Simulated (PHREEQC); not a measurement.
Dissolve 47 mmol/kgw HBr and 0.24 mmol/kgw MnSO4 at 25 °C. Closed to the air; pH follows from the charge balance.

Equilibrium calculation in PHREEQC: ion-association model, wateq4f.dat.

This is a speciation only: nothing precipitates in the calculation.

Problem. Predict the pH.

Solution. pH 1.40.

Problem. In which forms is S present?

Solution. HSO4- 69 %, SO4-2 31 % of the S.
